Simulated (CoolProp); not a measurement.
Values from CoolProp's reference Helmholtz-energy equation of state, Lemmon 2006. It is a short technical equation, of lower accuracy than the large ones.

**Question.** Give the vapour pressure (MPa), liquid density (kg/m³), vapour density (kg/m³), surface tension (mN/m) of saturated acetone at 383, 425.2 K.

**Answer.** 
```tsv
T (K)	p (MPa)	liquid density (kg/m³)	vapour density (kg/m³)	surface tension (mN/m)
383	0.476	680	10.0	12.5
425.2	1.19	616	25.5	7.73
```

Surface tension comes from a separate correlation (Mulero 2012).
